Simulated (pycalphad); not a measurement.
All values are pycalphad results on the COST 507 light-alloy database (1999) (1 atm), not direct measurements. No gas phase is included, though pure Al would boil below 2577 °C. The data set is of 1999 and partly superseded. Not assessed as a whole: an extrapolation from subsystems, which can miss ternary compounds. Diffusion is slow at the low end, where real alloys seldom reach equilibrium.

## Ti-0.69Al-0.55C (at.%): equilibrium cooling sequence

```
T (°C)  phases above  phases below
------  ------------  ------------
1668.1        liquid  bcc + liquid
1667.3  bcc + liquid           bcc
1023.4           bcc     bcc + fcc
914.9      bcc + fcc     bcc + hcp
900.8      bcc + hcp           hcp
715.2            hcp     fcc + hcp
```

Changes were sought between steps of 40 K, so a narrower field can be missed.

The fcc model also describes the rock-salt carbide or nitride (TiC, TiN, HfC).
